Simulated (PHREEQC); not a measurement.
Consider water at 25 °C with 0.15 mol/kgw HF, 0.00028 mol/kgw Na2B4O7 and 0.25 mol/kgw KCl. Closed to the air; pH follows from the charge balance.

The numbers come from PHREEQC with the ion-association model, wateq4f.dat.

Precipitation was switched off in this run.

Task: Order these F species by the share of F that they hold, largest first: BF4-, HF, H2F2, F-, HF2-.

Result: HF (58 %), H2F2 (28 %), F- (6.0 %), HF2- (4.3 %), BF4- (3.0 %)

The pH is 2.00 and the ionic strength 0.263 mol/kgw. wateq4f.dat counts part of the HF as a dimer, H2F2, which phreeqc.dat doesn't know; its constant is uncertain. Real BF4- forms and hydrolyses slowly; the run takes it at equilibrium.
